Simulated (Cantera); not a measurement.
A perfectly stirred reactor is fed with H₂ : O₂ : N₂ : H₂O = 1 : 0.455 : 4.55 : 1.5 (molar parts), at 5.00 bar; it is adiabatic with a 800 K inlet, and is followed from long to short residence time, starting on the burning branch (τ in s: 0.44, 0.19, 0.085, 0.037, 0.016, 0.0071, 0.0031, 0.0014, 0.00059, 0.00026, 0.00011, 4.9e-05, 2.2e-05).

Computed with Cantera and the H2/O2 subset of GRI-Mech 3.0, which has no nitrogen chemistry. The hydrogen kinetics of GRI-Mech 3.0 are dated; newer H2 mechanisms differ, most at raised pressure.

Task: What does this change do: H2O 1.5 to 1.1 parts?

Result: 
```csv
quantity,before,after
"blow-out, bracketed by the residence times tried","burning at 49.0 µs, out at 22.0 µs","burning at 22.0 µs, the shortest tried"
x(H₂) at τ = 0.440 s,0.0129,0.0136
x(O₂) at τ = 0.440 s,5.17e-5,4.39e-5
x(H₂O) at τ = 0.440 s,0.342,0.302
x(H) at τ = 0.440 s,6.49e-5,7.77e-5
x(O) at τ = 0.440 s,3.53e-7,4.47e-7
x(H₂) at τ = 3.10 ms,0.0148,0.0153
x(O₂) at τ = 3.10 ms,0.000991,0.000889
x(H₂O) at τ = 3.10 ms,0.339,0.299
x(H) at τ = 3.10 ms,0.000576,0.000712
x(O) at τ = 3.10 ms,2.31e-5,3.11e-5
```

Task: What does this change do: pressure from 5.00 bar to 2.10 bar?

Result: 
```
quantity                                                                      before                               after
------------------------------------------------  ----------------------------------  ----------------------------------
blow-out, bracketed by the residence times tried  burning at 49.0 µs, out at 22.0 µs  burning at 49.0 µs, out at 22.0 µs
x(H₂) at τ = 0.440 s                                                          0.0129                              0.0129
x(O₂) at τ = 0.440 s                                                         5.17e-5                             7.73e-5
x(H₂O) at τ = 0.440 s                                                          0.342                               0.341
x(H) at τ = 0.440 s                                                          6.49e-5                            0.000152
x(O) at τ = 0.440 s                                                          3.53e-7                             1.83e-6
x(H₂) at τ = 3.10 ms                                                          0.0148                              0.0163
x(O₂) at τ = 3.10 ms                                                        0.000991                             0.00177
x(H₂O) at τ = 3.10 ms                                                          0.339                               0.336
x(H) at τ = 3.10 ms                                                         0.000576                             0.00145
x(O) at τ = 3.10 ms                                                          2.31e-5                            0.000104
```
